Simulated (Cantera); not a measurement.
A closed system holds: 1 mol MgO, 3.5 mol CO, 0.82 mol CH₄, equilibrated at 873 K and 101000 Pa.

These are equilibrium values from Cantera (NASA tables, ideal gas, pure condensed phases), not measurements of a reactor. Candidate condensed phases: C, C₆H₆, C₇H₈, C₈H₁₈, H₂O, Mg, MgCO₃, MgO, Mg(OH)₂; 116 gas species. The numbers say what is thermodynamically allowed, not how fast it happens.

Base state: CO₂ 0.352, H₂ 0.253, H₂O 0.191, CO 0.175, CH₄ 0.0291 (mole fractions); condensed: C(graphite) + MgO(s).

Q: What changes in the equilibrium state with this change: pressure from 101000 Pa to 15.0 Pa?

A: 
| species | before | after |
|---|---|---|
| CO | 0.175 | 0.680 |
| H₂ | 0.253 | 0.319 |
| CO₂ | 0.352 | 0.000787 |
| H₂O | 0.191 | 0.000138 |
| CH₄ | 0.0291 | 6.86e-6 |
| C(graphite), mol | 2.50 | 0.825 |
| MgO(s), mol | 1.00 | 1.00 |
